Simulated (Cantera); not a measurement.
What does this Cantera script print?

```python
import numpy as np
import cantera as ct

gas_names = """
    B BH BH2 BH3 BN B2 H H2 N NH NH2 NH3 N2 N2H2 N2H4
""".split()
cond_names = """
    B(b) B(L) BN(s)
""".split()


# ... load() reads the species with a 1 bar reference pressure and builds the phases ...
atoms = {
    'B': {'B': 1},
    'NH3': {'N': 1, 'H': 3},
    'N2': {'N': 2},
}
top_T = {'BN(s)': 3200}  # K; cautious upper limits of use, not melting points


# ... equilibrate(T, P, feed) seeds the gas with the atoms and calls Mixture.equilibrate('TP', solver="vcs", rtol=1e-11, max_steps=5000) ...
results = []
T = 2000  # K
P = 1000  # Pa
for m in [0.14, 0.18, 0.24, 0.31, 0.4, 0.52, 0.67, 0.87, 1.1]:
    feed = {'B': 1, 'NH3': m, 'N2': 0.17}  # mol
    mix = equilibrate(T, P, feed)
    results.append((T, P, feed, dict(zip(mix.species_names, mix.species_moles))))
    x = sorted(zip(gas.X, gas.species_names), reverse=True)
    print(f"T = {T:g} K  P = {P:g} Pa  n(NH3) = {m:g} mol  gas = {mix.phase_moles(0):.4g} mol")
    print("   x: " + "  ".join(f"{s} {v:.3e}" for v, s in x if v > 1e-06))
    print("   condensed (mol): " + ("  ".join(f"{mix.phase(i).name} {mix.phase_moles(i):.4g}"
          for i in range(1, mix.n_phases) if mix.phase_moles(i) > 1e-12) or "none"))
```

Result:

```
T = 2000 K  P = 1000 Pa  n(NH3) = 0.14 mol  gas = 0.2142 mol
   x: H2 9.717e-01  H 1.603e-02  N2 1.177e-02  BH2 4.548e-04  B 1.333e-05  BH3 3.434e-06  BH 3.010e-06
   condensed (mol): B(b) 0.5249  BN(s) 0.475
T = 2000 K  P = 1000 Pa  n(NH3) = 0.18 mol  gas = 0.2755 mol
   x: H2 9.717e-01  H 1.603e-02  N2 1.177e-02  BH2 4.548e-04  B 1.333e-05  BH3 3.434e-06  BH 3.010e-06
   condensed (mol): B(b) 0.4864  BN(s) 0.5135
T = 2000 K  P = 1000 Pa  n(NH3) = 0.24 mol  gas = 0.3673 mol
   x: H2 9.717e-01  H 1.603e-02  N2 1.177e-02  BH2 4.548e-04  B 1.333e-05  BH3 3.434e-06  BH 3.010e-06
   condensed (mol): B(b) 0.4285  BN(s) 0.5714
T = 2000 K  P = 1000 Pa  n(NH3) = 0.31 mol  gas = 0.4744 mol
   x: H2 9.717e-01  H 1.603e-02  N2 1.177e-02  BH2 4.548e-04  B 1.333e-05  BH3 3.434e-06  BH 3.010e-06
   condensed (mol): B(b) 0.3609  BN(s) 0.6388
T = 2000 K  P = 1000 Pa  n(NH3) = 0.4 mol  gas = 0.6121 mol
   x: H2 9.717e-01  H 1.603e-02  N2 1.177e-02  BH2 4.548e-04  B 1.333e-05  BH3 3.434e-06  BH 3.010e-06
   condensed (mol): B(b) 0.2741  BN(s) 0.7256
T = 2000 K  P = 1000 Pa  n(NH3) = 0.52 mol  gas = 0.7958 mol
   x: H2 9.717e-01  H 1.603e-02  N2 1.177e-02  BH2 4.548e-04  B 1.333e-05  BH3 3.434e-06  BH 3.010e-06
   condensed (mol): B(b) 0.1584  BN(s) 0.8413
T = 2000 K  P = 1000 Pa  n(NH3) = 0.67 mol  gas = 1.025 mol
   x: H2 9.717e-01  H 1.603e-02  N2 1.177e-02  BH2 4.548e-04  B 1.333e-05  BH3 3.434e-06  BH 3.010e-06
   condensed (mol): B(b) 0.01365  BN(s) 0.9859
T = 2000 K  P = 1000 Pa  n(NH3) = 0.87 mol  gas = 1.421 mol
   x: H2 9.103e-01  N2 7.397e-02  H 1.552e-02  BH2 1.700e-04  B 5.317e-06  BH3 1.242e-06  BH 1.162e-06
   condensed (mol): BN(s) 0.9997
T = 2000 K  P = 1000 Pa  n(NH3) = 1.1 mol  gas = 1.884 mol
   x: H2 8.679e-01  N2 1.168e-01  H 1.515e-02  BH2 1.289e-04  B 4.231e-06
   condensed (mol): BN(s) 0.9997
```

These are equilibrium values from Cantera (NASA tables, ideal gas, pure condensed phases), not measurements of a reactor. Mutual solubility and eutectic melting of coexisting phases are not modelled. The tables' values for BH2 are old estimates; treat these amounts as uncertain.
